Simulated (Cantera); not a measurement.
## Silicon oxide and oxynitride deposition: SiF4 + O3 + H2

Charge: 1 mol SiF4, 0.44 mol O3, 1.5 mol H2, held at 775 °C and 0.00133 bar.

Equilibrium computed with Cantera from the NASA thermochemical tables; the gas is ideal and each condensed phase is pure. Candidate condensed phases: H2O, Si, SiO2; 38 gas species. Rates play no part.

```yaml
x(HF): 0.715
x(SiF4): 0.150
x(H2O): 0.0764
x(H2): 0.0591
n(SiO2(β-quartz)): 0.544 mol
gas_amount: 3.044 mol
log10 activity of Si(s) (absent): -17.26
```
